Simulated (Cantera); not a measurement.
A Cantera script and what it prints.

```python
import numpy as np
import cantera as ct

gas_names = """
    C CH CH2 CH3 CH2OH CH3O CH4 CH3OH CN CO CO2 COOH C2 C2H CHCO,ketyl C2H2,acetylene C2H2,vinylidene
    CH2CO,ketene C2H3,vinyl CH3CN CH3CO,acetyl C2H4 C2H4O,ethylen CH3CHO,ethanal CH3COOH (HCOOH)2 C2H5
    C2H6 CH3OCH3 C2H5OH CCN CNC C2N2 C2O C3 C3H3,propargyl C3H4,allene C3H4,propyne C3H4,cyclo-
    C3H5,allyl C3H6,propylene C3H6,cyclo- C3H6O C3H7,n-propyl C3H7,i-propyl C3H8 C3H8O,1propanol
    C3H8O,2propanol C3O2 C4 C4H2 C4H4,1,3-cyclo- C4H6,butadiene C4H6,2-butyne C4H6,cyclo- C4H8,1-butene
    C4H8,cis2-buten C4H8,tr2-butene C4H8,isobutene C4H8,cyclo- (CH3COOH)2 C4H9,n-butyl C4H9,i-butyl
    C4H9,s-butyl C4H9,t-butyl C4H10,isobutane C4H10,n-butane C4N2 C5 C5H6,1,3cyclo- C5H8,cyclo-
    C5H10,1-pentene C5H10,cyclo- C5H11,pentyl C5H11,t-pentyl C5H12,n-pentane C5H12,i-pentane
    CH3C(CH3)2CH3 C6H2 C6H5,phenyl C6H5O,phenoxy C6H6 C6H5OH,phenol C6H10,cyclo- C6H12,1-hexene
    C6H12,cyclo- C6H13,n-hexyl C7H7,benzyl C7H8 C7H8O,cresol C7H14,1-heptene C7H15,n-heptyl
    C7H16,n-heptane C8H8,styrene C8H10,ethylbenz C8H16,1-octene C8H17,n-octyl C8H18,isooctane
    C8H18,n-octane C9H19,n-nonyl C10H8,naphthale C10H21,n-decyl C12H9,o-bipheny C12H10,bipheny H HCN HCO
    HCCN HNC HNCO HNO HNO2 HNO3 HO2 H2 HCHO,formaldehy HCOOH H2O H2O2 N NCO NH NH2 NH3 NH2OH NO NO2 NO3
    N2 N2H2 N2H4 N2O O OH O2 O3 Si SiC SiC2 SiC4H12 SiH SiH2 SiH3 SiH4 SiN SiO SiO2 Si2 Si2C Si2N Si3
""".split()
cond_names = """
    C(gr) C6H6(L) C7H8(L) C8H18(L),n-octa H2O(s) H2O(L) Si(cr) Si(L) SiC(b) SiO2(Lqz) SiO2(hqz) SiO2(L)
    Si2N2O(s) Si3N4(a)
""".split()


def load(file, names, dense=False):
    # The tables refer to 1 bar. Condensed volumes are neglected.
    table = {s.name: s for s in ct.Species.list_from_file(file)}
    out = []
    for n in names:
        d = dict(table[n].input_data)
        d["thermo"] = dict(d["thermo"], **{"reference-pressure": 1e5})
        if dense:
            d["equation-of-state"] = {"model": "constant-volume", "density": "1e6 g/cm^3"}
        out.append(ct.Species.from_dict(d))
    return out


gas = ct.Solution(thermo="ideal-gas", species=load("nasa_gas.yaml", gas_names))
cond = {s.name: ct.Solution(thermo="fixed-stoichiometry", species=[s], name=s.name)
        for s in load("nasa_condensed.yaml", cond_names, dense=True)}
atoms = {
    'HMDSO': {'Si': 2, 'C': 6, 'H': 18, 'O': 1},
    'O2': {'O': 2},
    'H2': {'H': 2},
    'N2O': {'N': 2, 'O': 1},
}
top_T = {'C(gr)': 4500, 'SiC(b)': 3050, 'Si2N2O(s)': 2100, 'Si3N4(a)': 2400}  # K; cautious upper limits of use, not melting points


def equilibrate(T, P, feed):
    n = {}
    for name, mol in feed.items():
        for a, k in atoms[name].items():
            n[a] = n.get(a, 0.0) + k * mol
    gas.TPX = T, P, n
    mass = sum(n.values()) * gas.mean_molecular_weight
    gas.equilibrate("TP")
    valid = [c for c in cond.values() if c.min_temp <= T <= top_T.get(c.name, c.max_temp)]
    mix = ct.Mixture([(gas, mass / gas.mean_molecular_weight)] + [(c, 0.0) for c in valid])
    mix.T, mix.P = T, P
    mix.equilibrate("TP", solver="vcs", rtol=1e-11, max_steps=5000)
    return mix


results = []
feed = {'HMDSO': 1, 'O2': 4.9, 'H2': 68, 'N2O': 0.11}  # mol
T = 775  # K
P = 11  # Pa
mix = equilibrate(T, P, feed)
results.append((T, P, feed, dict(zip(mix.species_names, mix.species_moles))))
x = sorted(zip(gas.X, gas.species_names), reverse=True)
print(f"T = {T:g} K  P = {P:g} Pa  gas = {mix.phase_moles(0):.4g} mol")
print("   x: " + "  ".join(f"{s} {v:.3e}" for v, s in x if v > 1e-05))
print("   condensed (mol): " + ("  ".join(f"{mix.phase(i).name} {mix.phase_moles(i):.4g}"
      for i in range(1, mix.n_phases) if mix.phase_moles(i) > 1e-12) or "none"))
```

Output:

```
T = 775 K  P = 11 Pa  gas = 83.11 mol
   x: H2 9.185e-01  CO 6.917e-02  H2O 7.939e-03  CO2 3.018e-03  N2 1.324e-03
   condensed (mol): SiO2(Lqz) 2
```

Equilibrium computed with Cantera from the NASA thermochemical tables; the gas is ideal and each condensed phase is pure. The feed counts by its element totals alone.
